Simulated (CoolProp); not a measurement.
Vapour-liquid equilibrium of isohexane (1) + benzene (2) at 602 kPa; x and y are mole fractions of (1).

Computed with CoolProp (multi-fluid Helmholtz-energy mixture model, Lemmon 2006 and Thol 2012; pair parameters Bell 2016).

```
x     bubble temperature (K)  y at the bubble point  dew temperature at overall composition x (K)  liquid density (mol/L)
----  ----------------------  ---------------------  --------------------------------------------  ----------------------
0.05                   421.8                  0.097                                         423.3                   9.119
0.2                    415.5                  0.309                                         418.7                   8.556
0.35                   411.3                  0.461                                         414.3                   8.031
0.5                    408.4                  0.588                                         410.3                   7.550
0.65                   406.2                  0.708                                         407.2                   7.115
0.8                    404.4                  0.830                                         404.8                   6.719
0.95                   403.1                  0.957                                         403.1                   6.359
```

No azeotrope shows between x = 0.05 and 0.95.

Pair parameters are fitted to limited data, so mixtures are less certain than the pure fluids.
